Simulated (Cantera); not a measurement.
Feed: 1 mol C₆H₆, 0.12 mol O₂, held at 2573.15 K and 97.0 Pa.

Cantera equilibrium calculation (NASA polynomials, part measured and part estimated; ideal gas, pure solids and liquids). Candidate condensed phases: C, C₆H₆, C₇H₈, C₈H₁₈, H₂O; 110 gas species. Equilibrium is a limit: real reactors are often held back by kinetics, nucleation or transport.

Base state: H 0.623, H₂ 0.319, CO 0.0508, C₂H₂ (acetylene) 0.00465, C₃ 0.00155, C₂H 0.000759, C 0.000456, C₂ 0.000145 (mole fractions); condensed: C(graphite).

Problem. What changes in the equilibrium state with this change: 0.52 mol H₂O added?

Solution. 
| species | before | after |
|---|---|---|
| H | 0.623 | 0.586 |
| H₂ | 0.319 | 0.282 |
| CO | 0.0508 | 0.125 |
| C₂H₂ (acetylene) | 0.00465 | 0.00411 |
| C₄H₂ | 2.81e-5 | 2.49e-5 |
| C₂H | 0.000759 | 0.000714 |
| C(graphite), mol | 5.68 | 5.15 |

Problem. What changes in the equilibrium state with this change: pressure from 97.0 Pa to 1000 Pa?

Solution. 
```
species             before     after
----------------  --------  --------
H₂                   0.319     0.649
H                    0.623     0.277
CO                  0.0508    0.0638
C                 0.000456   4.42e-5
C₃                 0.00155  0.000150
C₂                0.000145   1.40e-5
C(graphite), mol      5.68      5.68
```
